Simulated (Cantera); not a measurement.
What does this Cantera script print?

```python
import numpy as np
import cantera as ct

gas = ct.Solution("gri30.yaml")
gas.TPX = 1000, 100000, {'CO': 0.006, 'O2': 0.0051, 'H2O': 0.00085, 'N2': 1}
reactor = ct.IdealGasConstPressureReactor(gas, energy="off", clone=False)
net = ct.ReactorNet([reactor])
net.rtol, net.atol = 1e-08, 1e-18
show = ['CO', 'O2', 'H2O', 'H', 'H2', 'OH', 'H2O2']
times = np.geomspace(0.0002, 200, 13)

steps = ct.SolutionArray(gas, extra=["t"])
rows = []
print(f"{'t/s':>10s}{'T/K':>9s}{'P/Pa':>11s}" + "".join(f"{s:>11s}" for s in show))
for t in times:
    while net.time < t:
        t_next = net.step()
        steps.append(gas.state, t=t_next)
    rows.append([np.interp(t, steps.t, y) for y in (steps.T, steps.P, *steps(*show).X.T)])
    print(f"{t:10.3e}{rows[-1][0]:9.1f}{rows[-1][1]:11.4g}" + "".join(f"{x:11.3e}" for x in rows[-1][2:]))
rate = np.gradient(steps.T, steps.t)
print("integrator steps:", len(steps.t))
if steps.T.max() > steps.T[0] + 200:
    print(f"time of steepest temperature rise: {steps.t[rate.argmax()]:.4e} s")
gas.TPX = 1000, 100000, {'CO': 0.006, 'O2': 0.0051, 'H2O': 0.00085, 'N2': 1}
gas.equilibrate("TP")
print(f"equilibrium (TP): T = {gas.T:.1f} K  " + "  ".join(f"{s} {gas[s].X[0]:.3e}" for s in show))
```

Output:

```
       t/s      T/K       P/Pa         CO         O2        H2O          H         H2         OH       H2O2
 2.000e-04   1000.0      1e+05  5.929e-03  5.040e-03  8.400e-04  1.702e-14  3.011e-17  1.903e-14  1.003e-21
 6.325e-04   1000.0      1e+05  5.929e-03  5.040e-03  8.400e-04  1.600e-13  1.041e-15  9.409e-14  7.875e-20
 2.000e-03   1000.0      1e+05  5.929e-03  5.040e-03  8.400e-04  8.266e-13  2.040e-14  3.800e-13  5.070e-18
 6.325e-03   1000.0      1e+05  5.929e-03  5.040e-03  8.400e-04  3.079e-12  2.650e-13  1.328e-12  1.998e-16
 2.000e-02   1000.0      1e+05  5.929e-03  5.040e-03  8.400e-04  1.179e-11  3.126e-12  4.987e-12  7.173e-15
 6.325e-02   1000.0      1e+05  5.929e-03  5.040e-03  8.400e-04  8.421e-11  5.396e-11  3.541e-11  6.421e-13
 2.000e-01   1000.0      1e+05  5.926e-03  5.038e-03  8.398e-04  8.831e-09  1.782e-08  3.843e-09  4.530e-09
 6.325e-01   1000.0      1e+05  5.700e-03  4.927e-03  8.349e-04  7.994e-08  4.616e-06  3.772e-08  7.753e-08
 2.000e+00   1000.0      1e+05  4.445e-03  4.304e-03  8.282e-04  1.401e-07  1.170e-05  7.406e-08  9.306e-08
 6.325e+00   1000.0      1e+05  1.469e-03  2.816e-03  8.350e-04  9.040e-08  6.464e-06  9.324e-08  4.141e-08
 2.000e+01   1000.0      1e+05  1.063e-04  2.134e-03  8.418e-04  5.031e-09  5.265e-07  4.948e-08  4.296e-09
 6.325e+01   1000.0      1e+05  2.893e-06  2.082e-03  8.424e-04  7.568e-11  8.333e-09  2.319e-08  3.084e-11
 2.000e+02   1000.0      1e+05  8.551e-10  2.081e-03  8.424e-04  5.677e-13  4.546e-11  2.355e-08  5.355e-12
integrator steps: 1317
equilibrium (TP): T = 1000.0 K  CO 7.992e-12  O2 2.080e-03  H2O 8.425e-04  H 2.912e-15  H2 1.625e-12  OH 3.339e-09  H2O2 1.082e-13
```

Model: GRI-Mech 3.0 (53 species, 325 reactions), integrated in Cantera.
